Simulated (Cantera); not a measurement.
What does this Cantera script print?

```python
import numpy as np
import cantera as ct

gas_names = """
    C CN CO CO2 C2 CCN CNC C2N2 C2O C3 C3O2 C4 C4N2 C5 Fe FeC5O5 FeO N NCO NO NO2 NO3 N2 N2O O O2 O3
""".split()
cond_names = """
    C(gr) Fe(a) Fe(c) Fe(d) Fe(L) FeC5O5(L) FeO(s) FeO(L) Fe2O3(s) Fe3O4(s)
""".split()


# ... load() reads the species with a 1 bar reference pressure and builds the phases ...
atoms = {
    'Fe3O4': {'Fe': 3, 'O': 4},
    'CO': {'C': 1, 'O': 1},
    'N2': {'N': 2},
}
top_T = {'C(gr)': 4500, 'Fe2O3(s)': 1830, 'Fe3O4(s)': 1870}  # K; cautious upper limits of use, not melting points


# ... equilibrate(T, P, feed) seeds the gas with the atoms and calls Mixture.equilibrate('TP', solver="vcs", rtol=1e-11, max_steps=5000) ...
results = []
feed = {'Fe3O4': 1, 'CO': 7.9, 'N2': 0.12}  # mol
T = 1123.15  # K
P = 29000  # Pa
mix = equilibrate(T, P, feed)
results.append((T, P, feed, dict(zip(mix.species_names, mix.species_moles))))
print(gas.report(threshold=1e-05))
for i in range(1, mix.n_phases):
    print(f"{mix.phase(i).name:16s} {mix.phase_moles(i):12.5e} mol")
```

Result:

```
       temperature   1123.2 K
          pressure   29000 Pa
           density   0.095731 kg/m^3
  mean mol. weight   30.827 kg/kmol
   phase of matter   gas

                          1 kg             1 kmol
                     ---------------   ---------------
          enthalpy       -4.2288e+06       -1.3036e+08  J
   internal energy       -4.5317e+06        -1.397e+08  J
           entropy            8423.6        2.5967e+05  J/K
    Gibbs function        -1.369e+07       -4.2201e+08  J
 heat capacity c_p            1218.4             37560  J/K
 heat capacity c_v            948.72             29246  J/K

                      mass frac. Y      mole frac. X     chem. pot. / RT
                     ---------------   ---------------   ---------------
                CO           0.73508             0.809           -39.198
               CO2           0.25132           0.17604           -73.968
                N2          0.013597          0.014963            -30.61
     [  +24 minor]        1.9623e-11        1.0845e-11

C(gr)             0.00000e+00 mol
Fe(a)             4.11852e-01 mol
FeC5O5(L)         0.00000e+00 mol
FeO(s)            2.58815e+00 mol
Fe2O3(s)          0.00000e+00 mol
Fe3O4(s)          0.00000e+00 mol
```

Cantera equilibrium calculation (NASA polynomials, part measured and part estimated; ideal gas, pure solids and liquids). Mutual solubility and eutectic melting of coexisting phases are not modelled. The tables' stoichiometric FeO is somewhat more stable than real wüstite, so its field is too wide. FeO: taken at fixed stoichiometry.
